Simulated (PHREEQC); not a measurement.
Make-up at 25 °C: 0.0097 mol/kgw HF, 0.0033 mol/kgw NH4HF2, 0.03 mol/kgw (NH4)2SiF6 and 0.0065 mol/kgw H3PO4. Closed to the air; pH follows from the charge balance.

Model: ion-association model, phreeqc.dat, run in PHREEQC.

Each row changes one thing in this solution. This is a speciation only: nothing precipitates in the calculation.

```
case                                     pH  ionic strength (mol/kgw)  HF (mol/kgw)  H2PO4- (mol/kgw)  F- (mol/kgw)  H3PO4 (mol/kgw)  SI of Quartz (SiO2)
-------------------------------------  ----  ------------------------  ------------  ----------------  ------------  ---------------  -------------------
as made                                2.43                    0.0978        0.0129           0.00457       0.00309          0.00193                -2.67
(NH4)2SiF6 from 0.03 to 0.15 mol/kgw   2.40                     0.459        0.0124           0.00475       0.00359          0.00175                -2.26
NH4HF2 from 0.0033 to 0.00066 mol/kgw  2.34                    0.0961       0.00912           0.00429       0.00179          0.00221                -1.59
diluted 10-fold with water             3.00                    0.0101       0.00190          0.000574       0.00141          7.63e-5                +0.43
HF left out                            2.56                    0.0966       0.00507           0.00496       0.00166          0.00154                -0.50
HF from 0.0097 to 0.0107 mol/kgw       2.42                    0.0979        0.0137           0.00453       0.00322          0.00197                -2.81
(NH4)2SiF6 from 0.03 to 0.027 mol/kgw  2.43                    0.0888        0.0129           0.00456       0.00307          0.00194                -2.70
```

Some of these states are supersaturated (in Quartz (slow to form), for instance). SiF6-2 is the database's only silicon fluoride.
